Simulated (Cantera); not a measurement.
A perfectly stirred reactor is fed with 7.60 % CH4, 1.06 % C2H6, 1.14 % C3H8, 18.9 % O2, 71.3 % N2, at 825 Torr; it is adiabatic with a 675 K inlet, and is followed from long to short residence time, starting on the burning branch (τ in s: 0.23, 0.096, 0.041, 0.017, 0.0073, 0.0031, 0.0013, 0.00055, 0.00023, 9.9e-05, 4.2e-05, 1.8e-05).

Computed with Cantera and GRI-Mech 3.0 (53 species, 325 reactions). GRI-Mech 3.0 was tuned for natural gas; its chemistry of propane as a main component is partial and can be far from experiment.

x: mole fraction; the columns are a selection and need not sum to one.

```json
[
 {"τ (s)": "0.23", "T (K)": "2329", "x CH4": "2.84e-6", "x C2H6": "1.23e-8", "x C3H8": "1.36e-8", "x H2O2": "1.20e-8", "x C2H2": "1.16e-6"},
 {"τ (s)": "0.096", "T (K)": "2324", "x CH4": "?", "x C2H6": "?", "x C3H8": "?", "x H2O2": "?", "x C2H2": "?"},
 {"τ (s)": "0.041", "T (K)": "2317", "x CH4": "9.03e-6", "x C2H6": "6.40e-8", "x C3H8": "6.57e-8", "x H2O2": "1.93e-8", "x C2H2": "3.74e-6"},
 {"τ (s)": "0.017", "T (K)": "2304", "x CH4": "1.46e-5", "x C2H6": "1.44e-7", "x C3H8": "1.40e-7", "x H2O2": "2.67e-8", "x C2H2": "5.87e-6"},
 {"τ (s)": "0.0073", "T (K)": "2287", "x CH4": "?", "x C2H6": "?", "x C3H8": "?", "x H2O2": "?", "x C2H2": "?"},
 {"τ (s)": "0.0031", "T (K)": "2265", "x CH4": "3.89e-5", "x C2H6": "6.70e-7", "x C3H8": "5.75e-7", "x H2O2": "4.97e-8", "x C2H2": "1.28e-5"},
 {"τ (s)": "0.0013", "T (K)": "2238", "x CH4": "7.07e-5", "x C2H6": "1.47e-6", "x C3H8": "1.20e-6", "x H2O2": "6.57e-8", "x C2H2": "2.00e-5"},
 {"τ (s)": "0.00055", "T (K)": "2208", "x CH4": "0.000140", "x C2H6": "3.31e-6", "x C3H8": "2.60e-6", "x H2O2": "8.50e-8", "x C2H2": "3.50e-5"},
 {"τ (s)": "0.00023", "T (K)": "2172", "x CH4": "0.000312", "x C2H6": "8.01e-6", "x C3H8": "6.11e-6", "x H2O2": "1.14e-7", "x C2H2": "7.37e-5"},
 {"τ (s)": "9.9e-5", "T (K)": "2117", "x CH4": "0.000804", "x C2H6": "2.17e-5", "x C3H8": "1.61e-5", "x H2O2": "1.84e-7", "x C2H2": "0.000195"},
 {"τ (s)": "4.2e-5", "T (K)": "675", "x CH4": "0.0760", "x C2H6": "0.0106", "x C3H8": "0.0114", "x H2O2": "<1e-12", "x C2H2": "<1e-12"},
 {"τ (s)": "1.8e-5", "T (K)": "675", "x CH4": "0.0760", "x C2H6": "0.0106", "x C3H8": "0.0114", "x H2O2": "<1e-12", "x C2H2": "<1e-12"}
]
```

### Question
What belongs in the gaps?

### Answer

- 0.096, x CH4: 5.35e-6
- 0.096, x C2H6: 2.86e-8
- 0.096, x C3H8: 3.07e-8
- 0.096, x H2O2: 1.47e-8
- 0.096, x C2H2: 2.21e-6
- 0.0073, x CH4: 2.33e-5
- 0.0073, x C2H6: 3.11e-7
- 0.0073, x C3H8: 2.82e-7
- 0.0073, x H2O2: 3.68e-8
- 0.0073, x C2H2: 8.63e-6
